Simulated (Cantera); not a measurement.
**Ammonia decomposition in nitride growth gas**

An isothermal, constant-pressure homogeneous reactor starts with 89.8 % NH3, 9.88 % H2, 0.279 % N2, at 2298 K and 22.5 Torr.

Computed with Cantera and the gas-phase N/H chemistry of the illustrative SiF4/NH3 mechanism in the Surface Chemkin manual (1991). Walls and surfaces, which speed up NH3 decomposition in real reactors, are not modelled.

```
t (s)       x NH3    x H2       x H     x N2    x N2H2
--------  -------  ------  --------  -------  --------
9.00e-6     0.898  0.0989   7.01e-6  0.00278   1.08e-9
6.27e-5     0.898  0.0991   2.42e-5  0.00278   1.72e-7
0.000437    0.892   0.101  0.000131  0.00306   1.45e-5
0.00304     0.839   0.139  0.000253   0.0163   3.09e-5
0.0212      0.565   0.343  0.000635   0.0888   1.65e-5
0.148      0.0755   0.704   0.00236    0.218   1.42e-6
1.03      1.33e-6   0.725    0.0414    0.233  1.02e-12
7.18      1.17e-7   0.720    0.0472    0.232    <1e-12
50.0      1.16e-7   0.720    0.0472    0.232    <1e-12
```
x: mole fraction; the columns are a selection and need not sum to one.

Equilibrium at this temperature and pressure: NH3 1.16e-7, H2 0.720, H 0.0472, N2 0.232, N2H2 <1e-12 (gas phase only).
